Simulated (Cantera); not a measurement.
Input: 1 mol borazine, 29 mol NH3, at 1548 K and 1600 Pa.

Cantera equilibrium calculation (NASA polynomials, part measured and part estimated; ideal gas, pure solids and liquids). Candidate condensed phases: B, BN; 15 gas species. The feed counts by its element totals alone. Kinetics and transport are ignored.

Base state: H2 0.762, N2 0.238, H 0.000213 (mole fractions); condensed: BN(s).

**Question.** What changes in the equilibrium state with this change: pressure from 1600 Pa to 10.0 Pa?

**Answer.** 
| species | before | after |
|---|---|---|
| H2 | 0.762 | 0.760 |
| N2 | 0.238 | 0.237 |
| H | 0.000213 | 0.00268 |
| BN(s), mol | 3.00 | 3.00 |
